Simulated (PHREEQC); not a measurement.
Consider water at 89 °C with 83 mmol/kgw KHCO3 and 22 mmol/kgw Na2CO3. Closed to the air; pH follows from the charge balance.

Model: ion-association model, phreeqc.dat, run in PHREEQC.

Each row changes one thing in this solution. No solid was allowed to form.

```csv
case,pH,ionic strength (mol/kgw),HCO3- (mol/kgw),Na+ (mol/kgw),NaCO3- (mol/kgw),CO3-2 (mol/kgw)
as made,8.66,0.117,0.0821,0.0279,0.0156,0.00648
diluted 2-fold with water,8.83,0.0608,0.0414,0.0152,0.00668,0.00411
Na2CO3 replaced by NaHCO3 at the same molality,7.79,0.104,0.0989,0.0198,0.00180,0.00101
Na2CO3 from 0.022 to 0.0044 mol/kgw,8.36,0.0928,0.0817,0.00676,0.00191,0.00302
```

Constants without temperature data keep their 25 °C values here.
